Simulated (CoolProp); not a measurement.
Saturation properties of ethanol (Tc = 514.7 K, pc = 6268 kPa, ω = 0.644).

The numbers come from the reference Helmholtz-energy equation of state, Schroeder 2014 in CoolProp.

```json
[
 {"T (K)": "334.8", "p (kPa)": "50.29", "vapour density (kg/m³)": "0.8496", "surface tension (mN/m)": "18.3", "vapour viscosity (µPa s)": "9.88"},
 {"T (K)": "343.3", "p (kPa)": "72.45", "vapour density (kg/m³)": "1.200", "surface tension (mN/m)": "17.5", "vapour viscosity (µPa s)": "10.1"},
 {"T (K)": "351.7", "p (kPa)": "101.8", "vapour density (kg/m³)": "?", "surface tension (mN/m)": "16.7", "vapour viscosity (µPa s)": "10.4"},
 {"T (K)": "360.2", "p (kPa)": "141.1", "vapour density (kg/m³)": "2.262", "surface tension (mN/m)": "?", "vapour viscosity (µPa s)": "?"},
 {"T (K)": "368.6", "p (kPa)": "?", "vapour density (kg/m³)": "3.026", "surface tension (mN/m)": "15.0", "vapour viscosity (µPa s)": "10.9"},
 {"T (K)": "377.1", "p (kPa)": "256.3", "vapour density (kg/m³)": "4.004", "surface tension (mN/m)": "14.2", "vapour viscosity (µPa s)": "11.1"},
 {"T (K)": "385.5", "p (kPa)": "337.0", "vapour density (kg/m³)": "5.215", "surface tension (mN/m)": "13.4", "vapour viscosity (µPa s)": "11.4"},
 {"T (K)": "394", "p (kPa)": "438.4", "vapour density (kg/m³)": "6.733", "surface tension (mN/m)": "12.5", "vapour viscosity (µPa s)": "?"},
 {"T (K)": "402.4", "p (kPa)": "561.3", "vapour density (kg/m³)": "8.574", "surface tension (mN/m)": "11.7", "vapour viscosity (µPa s)": "11.9"},
 {"T (K)": "410.9", "p (kPa)": "711.8", "vapour density (kg/m³)": "10.84", "surface tension (mN/m)": "10.8", "vapour viscosity (µPa s)": "12.2"},
 {"T (K)": "419.3", "p (kPa)": "890.1", "vapour density (kg/m³)": "13.55", "surface tension (mN/m)": "9.98", "vapour viscosity (µPa s)": "12.4"}
]
```

**Question.** Complete the blanks.

**Answer.** 
- 351.7, vapour density (kg/m³): 1.659
- 360.2, surface tension (mN/m): 15.8
- 360.2, vapour viscosity (µPa s): 10.6
- 368.6, p (kPa): 191.3
- 394, vapour viscosity (µPa s): 11.6

It boils at 351.6 K under 1 atm.

Viscosity comes from a separate model (Kiselev 2005). Surface tension comes from a separate correlation (Mulero 2012).
